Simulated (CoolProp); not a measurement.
Properties of m-xylene along the isobar 0.846 MPa (Tc = 616.9 K, pc = 3.535 MPa, ω = 0.326).

Values from CoolProp's reference Helmholtz-energy equation of state, Zhou 2012.

| T (K) | phase | density (kg/m³) | speed of sound (m/s) | Joule-Thomson coefficient (K/MPa) | expansivity (1/kK) | conductivity (mW/(m K)) |
|---|---|---|---|---|---|---|
| 456 | liquid | 710.7 | 732.3 | -0.1767 | 1.563 | 91.6 |
| 470.9 | liquid | 693.8 | 681.4 | -0.1260 | 1.687 | 88.6 |
| 485.8 | liquid | 675.8 | 630.0 | -0.06398 | 1.843 | 85.9 |
| 500.7 | liquid | 656.5 | 577.7 | 0.01481 | 2.046 | 83.3 |
| 515.6 | gas | 25.80 | 167.7 | 18.73 | 3.953 | 29.8 |
| 530.5 | gas | 24.41 | 174.8 | 16.07 | 3.477 | 31.5 |
| 545.4 | gas | 23.24 | 181.0 | 14.01 | 3.127 | 33.3 |
| 560.3 | gas | 22.23 | 186.6 | 12.38 | 2.858 | 35.2 |
| 575.3 | gas | 21.33 | 191.8 | 11.04 | 2.643 | 37.1 |
| 590.2 | gas | 20.54 | 196.5 | 9.947 | 2.467 | 39.0 |
| 605.1 | gas | 19.82 | 201.0 | 9.028 | 2.321 | 41.0 |
| 620 | gas | 19.16 | 205.2 | 8.246 | 2.196 | 42.9 |

Thermal conductivity comes from a separate model (Mylona 2014).
